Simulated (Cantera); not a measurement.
Feed: 1 mol CH2F2, a varied amount of HCl, 6.4 mol H2, held at 2875 K and 13.3 mbar.

Cantera equilibrium calculation (NASA polynomials, part measured and part estimated; ideal gas, pure solids and liquids). Candidate condensed phases: C, C6H6, C7H8, C8H18; 118 gas species. The numbers say what is thermodynamically allowed, not how fast it happens.

Q: What share of the C ends up in condensed phases as a function of n(HCl) (mol), at 0.021, 0.04, 0.075, 0.14, 0.26, 0.5, 0.93, 1.7?

A: 
```json
[
 {"n(HCl) (mol)": "0.021", "C condensed (%)": "39.9", "as": "C(graphite)"},
 {"n(HCl) (mol)": "0.04", "C condensed (%)": "39.8", "as": "C(graphite)"},
 {"n(HCl) (mol)": "0.075", "C condensed (%)": "39.7", "as": "C(graphite)"},
 {"n(HCl) (mol)": "0.14", "C condensed (%)": "39.4", "as": "C(graphite)"},
 {"n(HCl) (mol)": "0.26", "C condensed (%)": "38.9", "as": "C(graphite)"},
 {"n(HCl) (mol)": "0.5", "C condensed (%)": "37.9", "as": "C(graphite)"},
 {"n(HCl) (mol)": "0.93", "C condensed (%)": "36.1", "as": "C(graphite)"},
 {"n(HCl) (mol)": "1.7", "C condensed (%)": "32.9", "as": "C(graphite)"}
]
```
